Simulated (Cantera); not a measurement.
An isothermal, constant-pressure homogeneous reactor starts with CO : O2 : H2O : N2 = 0.028 : 0.048 : 0.00017 : 1 (molar parts), equivalence ratio 0.29, at 900 K and 240000 Pa. Integrator tolerance rtol = 1e-08.

Cantera simulation using GRI-Mech 3.0 (53 species, 325 reactions); the numbers are that mechanism's predictions, not measurements.

Problem. What does this change do: temperature 900 to 1125 K?

Solution. 
```json
[
 {"quantity": "x(CO) at 100 s", "before": "0.0240 (gas-phase equilibrium <1e-12)", "after": "2.55e-10 (gas-phase equilibrium 2.54e-10)"},
 {"quantity": "x(O2) at 100 s", "before": "0.0436 (gas-phase equilibrium 0.0320)", "after": "0.0320 (gas-phase equilibrium 0.0320)"},
 {"quantity": "x(H2O) at 100 s", "before": "0.000158 (gas-phase equilibrium 0.000160)", "after": "0.000160 (gas-phase equilibrium 0.000160)"},
 {"quantity": "x(O) at 100 s", "before": "7.59e-10 (gas-phase equilibrium <1e-12)", "after": "5.37e-10 (gas-phase equilibrium 5.36e-10)"},
 {"quantity": "x(H2) at 100 s", "before": "1.15e-7 (gas-phase equilibrium <1e-12)", "after": "1.40e-12 (gas-phase equilibrium 1.40e-12)"},
 {"quantity": "x(NO) at 100 s", "before": "<1e-12 (gas-phase equilibrium 3.96e-6)", "after": "1.03e-6 (gas-phase equilibrium 4.55e-5)"},
 {"quantity": "x(HO2) at 100 s", "before": "4.83e-8 (gas-phase equilibrium 1.91e-12)", "after": "6.70e-11 (gas-phase equilibrium 6.69e-11)"}
]
```
